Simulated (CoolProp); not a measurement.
Computed with CoolProp (reference Helmholtz-energy equation of state, Lemmon 2006). It is a short technical equation, of lower accuracy than the large ones.

Problem. Give the vapour pressure (MPa), enthalpy of vaporisation (kJ/kg), liquid cp (kJ/(kg K)), liquid viscosity (µPa s) of saturated toluene at 421.4, 469.9, 504.5 K.

Solution. 
```json
[
 {"T (K)": "421.4", "p (MPa)": "0.265", "enthalpy of vaporisation (kJ/kg)": "334", "liquid cp (kJ/(kg K))": "2.15", "liquid viscosity (µPa s)": "192"},
 {"T (K)": "469.9", "p (MPa)": "0.708", "enthalpy of vaporisation (kJ/kg)": "294", "liquid cp (kJ/(kg K))": "2.36", "liquid viscosity (µPa s)": "141"},
 {"T (K)": "504.5", "p (MPa)": "1.26", "enthalpy of vaporisation (kJ/kg)": "257", "liquid cp (kJ/(kg K))": "2.56", "liquid viscosity (µPa s)": "113"}
]
```

Viscosity comes from a separate model (Avgeri 2015).
